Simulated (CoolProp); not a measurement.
Values from CoolProp's reference Helmholtz-energy equation of state, Thol 2018.

**Question.** Give the vapour pressure (MPa), liquid density (kg/m³), vapour density (kg/m³) of saturated hydrogen chloride at 20.15 °C.

**Answer.** 
```
T (°C)  p (MPa)  liquid density (kg/m³)  vapour density (kg/m³)
------  -------  ----------------------  ----------------------
20.15      4.24                     836                    99.1
```
